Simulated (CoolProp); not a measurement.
Vapour-liquid equilibrium of m-xylene (1) + n-decane (2) at 0.0194 bar; x and y are mole fractions of (1).

Computed with CoolProp (multi-fluid Helmholtz-energy mixture model, Zhou 2012 and Lemmon 2006; pair parameters Bell 2016).

```tsv
x	bubble temperature, mixture model (K)	bubble temperature, Raoult's law (K)	y, mixture model	y, Raoult's law
0.05	___	334.9	0.205	0.183
0.15	328.9	329.9	0.466	0.440
0.25	324.7	325.7	0.622	0.606
0.35	321.4	322.3	0.726	0.720
0.45	___	319.3	0.800	0.800
0.55	316.2	316.7	0.856	0.860
0.65	314.1	314.4	0.900	0.905
0.75	312.2	312.4	0.935	0.940
0.85	310.4	310.5	0.965	0.968
0.95	308.8	308.8	___	0.990
```

Question: Fill in the missing entries.

Answer: 
- 0.05, bubble temperature, mixture model (K): 334.3
- 0.45, bubble temperature, mixture model (K): 318.6
- 0.95, y, mixture model: 0.989

The largest gap from Raoult's law is -1.0 K in bubble temperature, at x = 0.25. No azeotrope shows between x = 0.05 and 0.95.

The pair parameters rest on a limited set of measurements; away from them the model extrapolates.
